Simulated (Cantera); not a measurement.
A freely propagating, adiabatic, planar premixed flame of CO : H2 : O2 : N2 = 1 : 0.055 : 0.733 : 2.27 (molar parts), unburnt at 673 K and 9.80 bar; mixture-averaged transport, grid criteria slope 0.08 and curve 0.16, no radiation.

Detailed kinetics in Cantera: GRI-Mech 3.0 (53 species, 325 reactions). The hydrogen kinetics of GRI-Mech 3.0 are dated; newer H2 mechanisms differ, most at raised pressure. Burning velocities carry a grid error of a few per cent, more on coarse grids.

Task: How do the results move with these cheaper or finer settings: unity-Lewis-number transport; multicomponent transport; multicomponent+Soret transport; grid criteria slope 0.5, curve 1; grid criteria slope 0.25, curve 0.5; grid criteria slope 0.03, curve 0.06?

Result: 
| setting | laminar burning velocity | thermal thickness | peak x(HO2) | grid points | grid points |
|---|---|---|---|---|---|
| as above | 81.6 cm/s | 0.0806 mm | 0.000359 | 119 | 119 |
| unity-Lewis-number transport | 75.3 cm/s | 0.0773 mm | 0.000289 | 117 | 117 |
| multicomponent transport | 81.5 cm/s | 0.0808 mm | 0.000359 | 119 | 119 |
| multicomponent+Soret transport | 79.4 cm/s | 0.0818 mm | 0.000347 | 119 | 119 |
| grid criteria slope 0.5, curve 1 | 83.3 cm/s | 0.102 mm | 0.000310 | 27 | 27 |
| grid criteria slope 0.25, curve 0.5 | 83.3 cm/s | 0.0865 mm | 0.000336 | 48 | 48 |
| grid criteria slope 0.03, curve 0.06 | 80.8 cm/s | 0.0787 mm | 0.000364 | 278 | 278 |
The base run took roughly 3 core-seconds.
Unity Lewis numbers drop preferential diffusion, which matters most where H2 and H carry the flame; Soret adds thermal diffusion.
